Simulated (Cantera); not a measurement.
Input (Python, Cantera) and output of one run.

```python
import numpy as np
import cantera as ct

gas_names = """
    O2 F2
""".split()
cond_names = """
    Ca(L) CaF2(a) CaO(s)
""".split()


# ... load() reads the species with a 1 bar reference pressure and builds the phases ...
species = {s.name: s for s in load("nasa_gas.yaml", gas_names) + load("nasa_condensed.yaml", cond_names)}
T = 1200
g = {n: (s.thermo.h(T) - T * s.thermo.s(T)) / (ct.gas_constant * T * np.log(10)) for n, s in species.items()}
valid = cond_names  # the entries whose range holds T


def stable(la, lb):
    # potentials (over RT ln 10) of the two non-metals from log10 p(O2) and log10 p(F2) in bar
    mu = {}
    mu["O"] = (g["O2"] + la) / 2
    mu["F"] = (g["F2"] + lb) / 2
    cost = {}
    for n in valid:
        c = species[n].composition
        cost[n] = (g[n] - sum(c.get(e, 0) * m for e, m in mu.items())) / c["Ca"]
    return min(cost, key=cost.get)


results = []
for lb in [1, -3.2, -7.4, -11.7, -15.9, -20.1, -24.3, -28.6, -32.8, -37]:
    row = [stable(la, lb) for la in [-29, -26.8, -24.5, -22.3, -20.1, -17.8, -15.6, -13.4, -11.2, -8.9, -6.7, -4.5, -2.2, 0]]
    results.append(row)
    print(f"{lb:6.1f}  " + " ".join(f"{valid.index(n):x}" for n in row))
print("key: " + ", ".join(f"{i:x} {n}" for i, n in enumerate(valid)))
```

It prints:

```
   1.0  1 1 1 1 1 1 1 1 1 1 1 1 1 1
  -3.2  1 1 1 1 1 1 1 1 1 1 1 1 1 1
  -7.4  1 1 1 1 1 1 1 1 1 1 1 1 1 1
 -11.7  1 1 1 1 1 1 1 1 1 1 1 1 1 1
 -15.9  1 1 1 1 1 1 1 1 1 1 1 1 1 1
 -20.1  1 1 1 1 1 1 1 1 1 1 1 1 1 1
 -24.3  1 1 1 1 1 1 1 1 1 1 1 1 2 2
 -28.6  1 1 1 1 1 1 1 1 2 2 2 2 2 2
 -32.8  1 1 1 1 2 2 2 2 2 2 2 2 2 2
 -37.0  2 2 2 2 2 2 2 2 2 2 2 2 2 2
key: 0 Ca(L), 1 CaF2(a), 2 CaO(s)
```

Cantera with NASA thermochemical tables; ideal gases at 1 bar, condensed phases pure. Not in the tables: oxide halides.
